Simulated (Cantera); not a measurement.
Charge: 1 mol FeS, 4.5 mol SO₂, 0.061 mol H₂O, equilibrated at 1723.15 K and 8400 Pa.

Cantera equilibrium calculation (NASA polynomials, part measured and part estimated; ideal gas, pure solids and liquids). Candidate condensed phases: Fe, FeO, Fe(OH)₂, Fe(OH)₃, FeS, FeSO₄, FeS₂, Fe₂O₃, Fe₂(SO₄)₃, Fe₃O₄, H₂O, H₂SO₄, S; 22 gas species. The tables' stoichiometric FeO is somewhat more stable than real wüstite, so its field is too wide. FeO: taken at fixed stoichiometry. Equilibrium is a limit: real reactors are often held back by kinetics, nucleation or transport.

Base state: SO₂ 0.808, S₂ 0.142, SO 0.0310, H₂O 0.0108, S₂O 0.00537, H₂ 0.00131, S 0.000505, SH 0.000478 (mole fractions); condensed: FeO(l).

**Question.** What changes in the equilibrium state with this change: H₂O from 0.061 to 0.079 mol?

**Answer.** 
| species | before | after |
|---|---|---|
| SO₂ | 0.808 | 0.805 |
| S₂ | 0.142 | 0.141 |
| SO | 0.0310 | 0.0309 |
| H₂O | 0.0108 | 0.0140 |
| H₂ | 0.00131 | 0.00170 |
| H₂S | 0.000203 | 0.000262 |
| H | 2.28e-5 | 2.60e-5 |
| OH | 1.03e-5 | 1.17e-5 |
| SH | 0.000478 | 0.000542 |
| FeO(l), mol | 1.000 | 1.000 |

**Question.** What changes in the equilibrium state with this change: temperature from 1723.15 K to 600 K?

**Answer.** 
```
species          before    after
-------------  --------  -------
SO₂               0.808    0.984
H₂O              0.0108   0.0157
S₂                0.142  1.09e-5
SO               0.0310    <1e-9
S              0.000505    <1e-9
SH             0.000478    <1e-9
H₂              0.00131  2.72e-8
H               2.28e-5    <1e-9
FeO(l), mol       1.000        0
FeSO₄(s), mol         0    0.333
FeS₂(s), mol          0    0.667
```
